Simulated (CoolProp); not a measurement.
Sulfur hexafluoride along the isobar 1.23 MPa: density (kg/m³) from the reference equation and from simpler models built on Tc = 318.7 K, pc = 3.755 MPa, ω = 0.210; each cubic takes its own stable root.

Computed with CoolProp (reference Helmholtz-energy equation of state, Guder 2009).

```csv
T (K),phase,reference
257.1,liquid,1668
278.8,gas,97.63
300.6,gas,84.60
322.4,gas,75.69
344.2,gas,68.95
365.9,gas,63.58
387.7,gas,59.11
409.5,gas,55.32
431.2,gas,52.07
453,gas,49.21
474.8,gas,46.67
496.6,gas,44.41
```

Task: How far does each simpler model (van der Waals, Redlich-Kwong, Soave-Redlich-Kwong, Peng-Robinson) lie from the reference over these 12 states: mean and median of the absolute difference, and the worst?

Result: 
- van der Waals: mean 9.2 %, median 1.0 %, worst -93.7 % at 257.1 K and 1.23 MPa
- Redlich-Kwong: mean 1.5 %, median 0.7 %, worst -10.2 % at 257.1 K and 1.23 MPa
- Soave-Redlich-Kwong: mean 0.7 %, median 0.1 %, worst -6.5 % at 257.1 K and 1.23 MPa
- Peng-Robinson: mean 1.4 %, median 1.1 %, worst +6.1 % at 257.1 K and 1.23 MPa

At some of these states van der Waals gives the other phase, because its saturation line lies elsewhere.
